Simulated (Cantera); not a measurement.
## Equilibrium for silicon oxide and oxynitride deposition: SiH₂Cl₂ + O₃ + H₂ + O₂

Charge: 1 mol SiH₂Cl₂, 0.15 mol O₃, 7.4 mol H₂, 5.6 mol O₂, equilibrated at 23.0 mbar.

These are equilibrium values from Cantera (NASA tables, ideal gas, pure condensed phases), not measurements of a reactor. Candidate condensed phases: H₂O, Si, SiO₂; 30 gas species. The tables hold silica as quartz up to 1696 K and as liquid above; real silica turns to tridymite and cristobalite and melts near 1996 K. Kinetics and transport are ignored.

```
T (K)  x H₂O  x HCl    x O₂     x Cl₂  n SiO₂(α-quartz)  n SiO₂(β-quartz)
-----  -----  -----  ------  --------  ----------------  ----------------
600    0.750  0.124  0.0913    0.0348              1.00                 0
675    0.726  0.158  0.0994    0.0167              1.00                 0
750    0.713  0.176   0.104   0.00755              1.00                 0
825    0.708  0.183   0.105   0.00355              1.00                 0
900    0.706  0.187   0.106   0.00181                 0              1.00
975    0.704  0.188   0.106   0.00101                 0              1.00
1050   0.704  0.189   0.107  0.000604                 0              1.00
1125   0.704  0.189   0.107  0.000386                 0              1.00
1200   0.704  0.189   0.107  0.000259                 0              1.00
```
x: gas mole fraction; n: condensed amount in mol.

From 600 K to 825 K the condensed part is SiO₂(α-quartz). From 900 K to 1200 K the condensed part is SiO₂(β-quartz).
